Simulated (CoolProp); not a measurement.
2000 sccm (0 °C, 1 atm) of nitrogen bubbles through liquid tetrahydrofuran at 285 K and leaves saturated at a total pressure of 0.15 MPa (ideal gas phase). Each further row changes one setting.

Model: reference Helmholtz-energy equation of state, Fiedler 2023, in CoolProp.

| case | vapour pressure (kPa) | mole fraction of vapour | delivery (mg/min) | delivery (sccm) | change of delivery for a bath 1 K warmer (%) |
|---|---|---|---|---|---|
| as stated | 11.8 | ? | 548 | 170 | ? |
| bath temperature 290 K | ? | 0.0996 | 712 | 221 | 5.3 |
| total pressure 0.3 MPa | 11.8 | ? | 263 | 81.6 | ? |

Q: Complete the blanks.

A: 
- as stated, mole fraction of vapour: 0.0784
- as stated, change of delivery for a bath 1 K warmer (%): 5.4
- bath temperature 290 K, vapour pressure (kPa): 14.9
- total pressure 0.3 MPa, mole fraction of vapour: 0.0392
- total pressure 0.3 MPa, change of delivery for a bath 1 K warmer (%): 5.2
